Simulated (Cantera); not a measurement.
Boron, boron nitride and boron oxide: B₂H₆ + H₂O + N₂

Charge: 1 mol B₂H₆, a varied amount of H₂O, 1.8 mol N₂, equilibrated at 2275 K and 10000 Pa.

Method: chemical equilibrium by Gibbs-energy minimisation in Cantera with the NASA 1993 tables (ideal gas, pure condensed phases). Candidate condensed phases: B, BN, B₂O₃, B₃O₃H₃, H₂O; 39 gas species. The feed counts by its element totals alone. The tables' values for BH₂ are old estimates; treat these amounts as uncertain. The numbers say what is thermodynamically allowed, not how fast it happens.

```json
[
 {"n(H₂O) (mol)": "0.072", "x H₂": "0.749", "x N₂": "0.209", "x HBO": "0.0126", "x BO": "0.00448", "x H": "0.0232", "x B₂O₂": "0.000403", "x B₂O₃": "2.37e-6", "x BH₂": "0.000636", "n BN(s)": "1.93"},
 {"n(H₂O) (mol)": "0.093", "x H₂": "0.744", "x N₂": "0.210", "x HBO": "0.0159", "x BO": "0.00566", "x H": "0.0232", "x B₂O₂": "0.000645", "x B₂O₃": "4.79e-6", "x BH₂": "0.000631", "n BN(s)": "1.90"},
 {"n(H₂O) (mol)": "0.12", "x H₂": "0.738", "x N₂": "0.210", "x HBO": "0.0199", "x BO": "0.00711", "x H": "0.0231", "x B₂O₂": "0.00102", "x B₂O₃": "9.52e-6", "x BH₂": "0.000625", "n BN(s)": "1.88"},
 {"n(H₂O) (mol)": "0.15", "x H₂": "0.732", "x N₂": "0.210", "x HBO": "0.0241", "x BO": "0.00864", "x H": "0.0230", "x B₂O₂": "0.00150", "x B₂O₃": "1.71e-5", "x BH₂": "0.000619", "n BN(s)": "1.85"},
 {"n(H₂O) (mol)": "0.2", "x H₂": "0.721", "x N₂": "0.211", "x HBO": "0.0305", "x BO": "0.0110", "x H": "0.0228", "x B₂O₂": "0.00245", "x B₂O₃": "3.55e-5", "x BH₂": "0.000610", "n BN(s)": "1.80"},
 {"n(H₂O) (mol)": "0.25", "x H₂": "0.712", "x N₂": "0.211", "x HBO": "0.0363", "x BO": "0.0132", "x H": "0.0227", "x B₂O₂": "0.00351", "x B₂O₃": "6.11e-5", "x BH₂": "0.000601", "n BN(s)": "1.75"},
 {"n(H₂O) (mol)": "0.32", "x H₂": "0.699", "x N₂": "0.212", "x HBO": "0.0435", "x BO": "0.0160", "x H": "0.0225", "x B₂O₂": "0.00515", "x B₂O₃": "0.000109", "x BH₂": "0.000589", "n BN(s)": "1.68"},
 {"n(H₂O) (mol)": "0.41", "x H₂": "0.685", "x N₂": "0.213", "x HBO": "0.0517", "x BO": "0.0192", "x H": "0.0222", "x B₂O₂": "0.00740", "x B₂O₃": "0.000188", "x BH₂": "0.000576", "n BN(s)": "1.59"},
 {"n(H₂O) (mol)": "0.53", "x H₂": "0.668", "x N₂": "0.214", "x HBO": "0.0608", "x BO": "0.0229", "x H": "0.0219", "x B₂O₂": "0.0105", "x B₂O₃": "0.000319", "x BH₂": "0.000560", "n BN(s)": "1.47"},
 {"n(H₂O) (mol)": "0.68", "x H₂": "0.649", "x N₂": "0.216", "x HBO": "0.0703", "x BO": "0.0268", "x H": "0.0216", "x B₂O₂": "0.0144", "x B₂O₃": "0.000515", "x BH₂": "0.000543", "n BN(s)": "1.32"},
 {"n(H₂O) (mol)": "0.87", "x H₂": "0.629", "x N₂": "0.217", "x HBO": "0.0798", "x BO": "0.0309", "x H": "0.0213", "x B₂O₂": "0.0192", "x B₂O₃": "0.000793", "x BH₂": "0.000524", "n BN(s)": "1.13"}
]
```
x: gas mole fraction; n: condensed amount in mol.

From 0.072 mol H₂O to 0.87 mol H₂O the condensed part is BN(s). The main B-bearing gas is HBO throughout. The share of B in condensed phases is highest at 0.072 mol H₂O (96.3 %) and lowest at 0.87 mol H₂O (56.6 %).
